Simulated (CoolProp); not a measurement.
Ammonia along the isobar 0.726 MPa: density (kg/m³) from the reference equation and from simpler models built on Tc = 405.6 K, pc = 11.36 MPa, ω = 0.256; each cubic takes its own stable root.

Computed with CoolProp (reference Helmholtz-energy equation of state, Gao 2020).

```tsv
T (K)	phase	reference	Redlich-Kwong	Soave-Redlich-Kwong
214.2	liquid	712.5	548.9	561.8
221.2	liquid	704.3	542.6	556.2
228.2	liquid	696.0	536.0	550.4
235.2	liquid	687.6	529.2	544.3
242.2	liquid	679.0	522.2	538.0
249.1	liquid	670.4	515.1	531.5
256.1	liquid	661.5	507.5	524.7
263.1	liquid	652.4	499.7	517.6
270.1	liquid	643.0	491.6	510.1
277.1	liquid	633.4	5.748	502.3
284.1	liquid	623.5	5.579	494.1
291.1	gas	5.619	5.421	5.457
298.1	gas	5.431	5.272	5.303
```

At some of these states Redlich-Kwong gives the other phase, because its saturation line lies elsewhere.
